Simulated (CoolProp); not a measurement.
Saturation properties of propane.

Values from CoolProp's reference Helmholtz-energy equation of state, Lemmon 2009.

```
T (K)  p (MPa)  enthalpy of vaporisation (kJ/kg)  vapour Z  surface tension (mN/m)  liquid conductivity (mW/(m K))
-----  -------  --------------------------------  --------  ----------------------  ------------------------------
193.9  0.01371                             461.7    0.9913                    20.7                               ?
206.7  0.02998                             449.8    0.9845                    18.9                             144
219.6  0.05939                             437.3    0.9745                       ?                             136
232.5   0.1080                             424.0    0.9609                    15.5                             129
245.4        ?                             409.9    0.9433                    13.8                             121
258.3   0.2931                                 ?    0.9213                    12.1                             114
271.2   0.4468                             377.6    0.8945                    10.4                             107
284.1   0.6539                                 ?    0.8626                    8.75                             101
297     0.9245                             337.7    0.8250                    7.16                            94.4
309.9    1.269                                 ?    0.7811                    5.64                            88.5
322.8        ?                             285.7    0.7294                    4.18                            82.8
335.7        ?                             252.0    0.6676                    2.82                            77.4
348.5    2.868                             209.2    0.5911                    1.58                            72.2
```

**Question.** Complete the blanks.

**Answer.** 
- 193.9, liquid conductivity (mW/(m K)): 152
- 219.6, surface tension (mN/m): 17.2
- 245.4, p (MPa): 0.1832
- 258.3, enthalpy of vaporisation (kJ/kg): 394.5
- 284.1, enthalpy of vaporisation (kJ/kg): 358.8
- 309.9, enthalpy of vaporisation (kJ/kg): 313.7
- 322.8, p (MPa): 1.700
- 335.7, p (MPa): 2.230

It boils at 231.0 K under 1 atm.

Thermal conductivity comes from a separate model (Marsh 2002). Surface tension comes from a separate correlation (Mulero 2012).
